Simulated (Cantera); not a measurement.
An isothermal, constant-pressure homogeneous reactor starts with CH4 : CO2 : H2 = 1 : 3 : 1.3 (molar parts), at 1550 K and 7500 Torr. Integrator tolerance rtol = 1e-08.

Model: GRI-Mech 3.0 (53 species, 325 reactions), integrated in Cantera.

Problem. What does this change do: pressure from 7500 Torr to 120 Torr?

Solution. 
```csv
quantity,before,after
x(CH4) at 10.0 s,0.0160 (gas-phase equilibrium 1.34e-5),0.0126 (gas-phase equilibrium 3.42e-9)
x(CO2) at 10.0 s,0.116 (gas-phase equilibrium 0.100),0.140 (gas-phase equilibrium 0.100)
x(H2) at 10.0 s,0.249 (gas-phase equilibrium 0.278),0.217 (gas-phase equilibrium 0.278)
x(OH) at 10.0 s,1.25e-7 (gas-phase equilibrium 1.11e-7),1.23e-6 (gas-phase equilibrium 8.78e-7)
x(HO2) at 10.0 s,<1e-12 (gas-phase equilibrium <1e-12),<1e-12 (gas-phase equilibrium <1e-12)
```
